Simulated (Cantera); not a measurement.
What does this Cantera script print?

```python
import numpy as np
import cantera as ct

gas_names = """
    C CN CO CO2 C2 CCN CNC C2N2 C2O C3 C3O2 C4 C4N2 C5 N NCO NO NO2 NO3 N2 N2O O O2 O3 Si SiC SiC2 SiN
    SiO SiO2 Si2 Si2C Si2N Si3
""".split()
cond_names = """
    C(gr) Si(cr) Si(L) SiC(b) SiO2(Lqz) SiO2(hqz) SiO2(L) Si2N2O(s) Si3N4(a)
""".split()


# ... load() reads the species with a 1 bar reference pressure and builds the phases ...
atoms = {
    'SiO2': {'Si': 1, 'O': 2},
    'C': {'C': 1},
    'N2': {'N': 2},
}
top_T = {'C(gr)': 4500, 'SiC(b)': 3050, 'Si2N2O(s)': 2100, 'Si3N4(a)': 2400}  # K; cautious upper limits of use, not melting points


# ... equilibrate(T, P, feed) seeds the gas with the atoms and calls Mixture.equilibrate('TP', solver="vcs", rtol=1e-11, max_steps=5000) ...
results = []
feed = {'SiO2': 1, 'C': 0.087, 'N2': 1.6}  # mol
T = 2098  # K
P = 24000  # Pa
mix = equilibrate(T, P, feed)
results.append((T, P, feed, dict(zip(mix.species_names, mix.species_moles))))
print(gas.report(threshold=1e-06))
for i in range(1, mix.n_phases):
    print(f"{mix.phase(i).name:16s} {mix.phase_moles(i):12.5e} mol")
```

Output:

```
       temperature   2098 K
          pressure   24000 Pa
           density   0.039638 kg/m^3
  mean mol. weight   28.81 kg/kmol
   phase of matter   gas

                          1 kg             1 kmol
                     ---------------   ---------------
          enthalpy        1.7158e+06        4.9433e+07  J
   internal energy        1.1103e+06        3.1989e+07  J
           entropy            9387.2        2.7045e+05  J/K
    Gibbs function       -1.7978e+07       -5.1796e+08  J
 heat capacity c_p            1258.6             36260  J/K
 heat capacity c_v            969.97             27945  J/K

                      mass frac. Y      mole frac. X     chem. pot. / RT
                     ---------------   ---------------   ---------------
                CO          0.047417          0.048771           -38.651
               CO2        0.00039365         0.0002577            -64.21
                N2           0.87676           0.90168           -28.634
               SiO          0.075417          0.049287           -40.027
              SiO2        1.1077e-05        5.3117e-06           -65.586
     [  +29 minor]        9.5124e-07        9.6085e-07

C(gr)             0.00000e+00 mol
Si(L)             0.00000e+00 mol
SiC(b)            0.00000e+00 mol
SiO2(L)           9.12532e-01 mol
Si2N2O(s)         0.00000e+00 mol
Si3N4(a)          0.00000e+00 mol
```

These are equilibrium values from Cantera (NASA tables, ideal gas, pure condensed phases), not measurements of a reactor. The tables hold silica as quartz up to 1696 K and as liquid above; real silica turns to tridymite and cristobalite and melts near 1996 K.
